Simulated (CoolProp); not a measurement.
Fluorine along the isotherm -120.95 °C: fugacity coefficient from the reference equation and from simpler models built on Tc = -128.7 °C, pc = 5.240 MPa, ω = 0.045; each cubic takes its own stable root.

Values from CoolProp's reference Helmholtz-energy equation of state, de Reuck 1990.

| p (MPa) | phase | reference | van der Waals | Redlich-Kwong | Peng-Robinson |
|---|---|---|---|---|---|
| 1.25 | gas | 0.9343 | 0.9380 | 0.9312 | 0.9235 |
| 2.5 | gas | 0.8688 | 0.8765 | 0.8642 | 0.8502 |
| 3.75 | gas | 0.8038 | 0.8148 | 0.7985 | 0.7797 |
| 5 | gas | 0.7389 | 0.7516 | 0.7333 | 0.7111 |
| 6.25 | supercritical | 0.6722 | 0.6833 | 0.6668 | 0.6431 |
| 7.5 | supercritical | 0.6021 | 0.6119 | 0.5991 | 0.5757 |
| 8.75 | supercritical | 0.5423 | 0.5566 | 0.5426 | 0.5194 |
| 10 | supercritical | 0.4961 | 0.5146 | 0.4985 | 0.4754 |
| 11.2 | supercritical | 0.4611 | 0.4832 | 0.4649 | 0.4417 |
| 12.5 | supercritical | 0.4307 | 0.4563 | 0.4357 | 0.4123 |
| 13.8 | supercritical | 0.4063 | 0.4349 | 0.4120 | 0.3884 |
| 15 | supercritical | 0.3876 | 0.4190 | 0.3939 | 0.3700 |
| 16.2 | supercritical | 0.3719 | 0.4058 | 0.3786 | 0.3544 |
| 17.5 | supercritical | 0.3576 | 0.3942 | 0.3646 | 0.3401 |
| 18.8 | supercritical | 0.3455 | 0.3846 | 0.3528 | 0.3278 |
| 20 | supercritical | 0.3360 | 0.3774 | 0.3435 | 0.3181 |
